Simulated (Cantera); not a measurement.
Cantera run:

```python
import numpy as np
import cantera as ct

gas_names = """
    C CH CH2 CH3 CH2OH CH3O CH4 CH3OH CO CO2 COOH C2 C2H CHCO,ketyl C2H2,acetylene C2H2,vinylidene
    CH2CO,ketene C2H3,vinyl CH3CO,acetyl C2H4 C2H4O,ethylen CH3CHO,ethanal CH3COOH (HCOOH)2 C2H5 C2H6
    CH3OCH3 C2H5OH C2O C3 C3H3,propargyl C3H4,allene C3H4,propyne C3H4,cyclo- C3H5,allyl C3H6,propylene
    C3H6,cyclo- C3H6O C3H7,n-propyl C3H7,i-propyl C3H8 C3H8O,1propanol C3H8O,2propanol C3O2 C4 C4H2
    C4H4,1,3-cyclo- C4H6,butadiene C4H6,2-butyne C4H6,cyclo- C4H8,1-butene C4H8,cis2-buten
    C4H8,tr2-butene C4H8,isobutene C4H8,cyclo- (CH3COOH)2 C4H9,n-butyl C4H9,i-butyl C4H9,s-butyl
    C4H9,t-butyl C4H10,isobutane C4H10,n-butane C5 C5H6,1,3cyclo- C5H8,cyclo- C5H10,1-pentene
    C5H10,cyclo- C5H11,pentyl C5H11,t-pentyl C5H12,n-pentane C5H12,i-pentane CH3C(CH3)2CH3 C6H2
    C6H5,phenyl C6H5O,phenoxy C6H6 C6H5OH,phenol C6H10,cyclo- C6H12,1-hexene C6H12,cyclo- C6H13,n-hexyl
    C7H7,benzyl C7H8 C7H8O,cresol C7H14,1-heptene C7H15,n-heptyl C7H16,n-heptane C8H8,styrene
    C8H10,ethylbenz C8H16,1-octene C8H17,n-octyl C8H18,isooctane C8H18,n-octane C9H19,n-nonyl
    C10H8,naphthale C10H21,n-decyl C12H9,o-bipheny C12H10,bipheny H HCO HO2 H2 HCHO,formaldehy HCOOH H2O
    H2O2 O OH O2 O3 Si SiC SiC2 SiC4H12 SiH SiH2 SiH3 SiH4 SiO SiO2 Si2 Si2C Si3
""".split()
cond_names = """
    C(gr) C6H6(L) C7H8(L) C8H18(L),n-octa H2O(s) H2O(L) Si(cr) Si(L) SiC(b) SiO2(Lqz) SiO2(hqz) SiO2(L)
""".split()


def load(file, names, dense=False):
    # The tables refer to 1 bar. Condensed volumes are neglected.
    table = {s.name: s for s in ct.Species.list_from_file(file)}
    out = []
    for n in names:
        d = dict(table[n].input_data)
        d["thermo"] = dict(d["thermo"], **{"reference-pressure": 1e5})
        if dense:
            d["equation-of-state"] = {"model": "constant-volume", "density": "1e6 g/cm^3"}
        out.append(ct.Species.from_dict(d))
    return out


gas = ct.Solution(thermo="ideal-gas", species=load("nasa_gas.yaml", gas_names))
cond = {s.name: ct.Solution(thermo="fixed-stoichiometry", species=[s], name=s.name)
        for s in load("nasa_condensed.yaml", cond_names, dense=True)}
atoms = {
    'Si': {'Si': 1},
    'CO2': {'C': 1, 'O': 2},
    'H2': {'H': 2},
}
top_T = {'C(gr)': 4500, 'SiC(b)': 3050}  # K; cautious upper limits of use, not melting points


def equilibrate(T, P, feed):
    n = {}
    for name, mol in feed.items():
        for a, k in atoms[name].items():
            n[a] = n.get(a, 0.0) + k * mol
    gas.TPX = T, P, n
    mass = sum(n.values()) * gas.mean_molecular_weight
    gas.equilibrate("TP")
    valid = [c for c in cond.values() if c.min_temp <= T <= top_T.get(c.name, c.max_temp)]
    mix = ct.Mixture([(gas, mass / gas.mean_molecular_weight)] + [(c, 0.0) for c in valid])
    mix.T, mix.P = T, P
    mix.equilibrate("TP", solver="vcs", rtol=1e-11, max_steps=5000)
    return mix


results = []
feed = {'Si': 1, 'CO2': 3.6, 'H2': 7}  # mol
T = 998  # K
P = 13332.2  # Pa
mix = equilibrate(T, P, feed)
results.append((T, P, feed, dict(zip(mix.species_names, mix.species_moles))))
print(gas.report(threshold=1e-05))
for i in range(1, mix.n_phases):
    print(f"{mix.phase(i).name:16s} {mix.phase_moles(i):12.5e} mol")
```

Output:

```
       temperature   998 K
          pressure   13332 Pa
           density   0.021321 kg/m^3
  mean mol. weight   13.27 kg/kmol
   phase of matter   gas

                          1 kg             1 kmol
                     ---------------   ---------------
          enthalpy       -4.1134e+06       -5.4585e+07  J
   internal energy       -4.7387e+06       -6.2883e+07  J
           entropy             16813        2.2311e+05  J/K
    Gibbs function       -2.0893e+07       -2.7725e+08  J
 heat capacity c_p            2524.9             33506  J/K
 heat capacity c_v            1898.4             25191  J/K

                      mass frac. Y      mole frac. X     chem. pot. / RT
                     ---------------   ---------------   ---------------
               CH4        0.00049638        0.00041058           -44.006
                CO           0.58471           0.27701           -42.214
               CO2           0.20722          0.062482           -80.574
                H2          0.086763            0.5711           -20.076
               H2O           0.12082          0.088996           -58.435
     [ +118 minor]        4.0936e-08        2.0404e-08

C(gr)             0.00000e+00 mol
Si(cr)            0.00000e+00 mol
SiC(b)            0.00000e+00 mol
SiO2(hqz)         1.00000e+00 mol
```

Equilibrium computed with Cantera from the NASA thermochemical tables; the gas is ideal and each condensed phase is pure.
